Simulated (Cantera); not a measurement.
A perfectly stirred reactor is fed with CH3OH : O2 : N2 = 1 : 1.83 : 6.88 (molar parts), at 1000000 Pa; it is adiabatic with a 800 K inlet, and is followed from long to short residence time, starting on the burning branch (τ in s: 0.43, 0.17, 0.065, 0.025, 0.0096, 0.0037, 0.0014, 0.00055, 0.00021, 8.2e-05, 3.2e-05, 1.2e-05).

Computed with Cantera and GRI-Mech 3.0 (53 species, 325 reactions). GRI-Mech 3.0 was tuned for natural gas; its chemistry of methanol as a main component is partial and can be far from experiment.

What does this change do: inlet temperature 800 to 350 K?


```
quantity                                                                          before                               after
------------------------------------------------  --------------------------------------  ----------------------------------
blow-out, bracketed by the residence times tried  burning at 12.0 µs, the shortest tried  burning at 32.0 µs, out at 12.0 µs
x(CH3OH) at τ = 0.430 s                                                          1.82e-8                             7.96e-8
x(O2) at τ = 0.430 s                                                              0.0299                              0.0311
x(HCN) at τ = 0.430 s                                                            2.51e-9                             4.14e-9
x(CH4) at τ = 0.430 s                                                            1.76e-9                             6.59e-9
x(NO2) at τ = 0.430 s                                                            7.66e-6                             3.95e-6
x(CH3OH) at τ = 1.40 ms                                                          4.80e-6                             1.41e-5
x(O2) at τ = 1.40 ms                                                              0.0333                              0.0332
x(HCN) at τ = 1.40 ms                                                            8.57e-8                             1.27e-8
x(CH4) at τ = 1.40 ms                                                            3.42e-7                             3.60e-7
x(NO2) at τ = 1.40 ms                                                            1.26e-6                             1.81e-7
```

What does this change do: O2 1.83 to 2.3 parts?


| quantity | before | after |
|---|---|---|
| blow-out, bracketed by the residence times tried | burning at 12.0 µs, the shortest tried | burning at 12.0 µs, the shortest tried |
| x(CH3OH) at τ = 0.430 s | 1.82e-8 | 1.85e-8 |
| x(O2) at τ = 0.430 s | 0.0299 | 0.0700 |
| x(HCN) at τ = 0.430 s | 2.51e-9 | 1.32e-9 |
| x(CH4) at τ = 0.430 s | 1.76e-9 | 9.34e-10 |
| x(NO2) at τ = 0.430 s | 7.66e-6 | 1.66e-5 |
| x(CH3OH) at τ = 1.40 ms | 4.80e-6 | 4.90e-6 |
| x(O2) at τ = 1.40 ms | 0.0333 | 0.0742 |
| x(HCN) at τ = 1.40 ms | 8.57e-8 | 2.85e-8 |
| x(CH4) at τ = 1.40 ms | 3.42e-7 | 2.04e-7 |
| x(NO2) at τ = 1.40 ms | 1.26e-6 | 1.59e-6 |
